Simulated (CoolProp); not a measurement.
Nitrogen at 484.06 K and 0.109 MPa is throttled through a valve to 0.0702 MPa with no heat exchange. Each further row changes one setting.

Model: reference Helmholtz-energy equation of state, Span 2000, in CoolProp.

```tsv
case	final density (kg/m³)
as stated	___
outlet pressure 0.0211 MPa	___
outlet pressure 0.0913 MPa	___
```

Task: Complete the blanks.

Result: 
- as stated, final density (kg/m³): 0.489
- outlet pressure 0.0211 MPa, final density (kg/m³): 0.147
- outlet pressure 0.0913 MPa, final density (kg/m³): 0.635
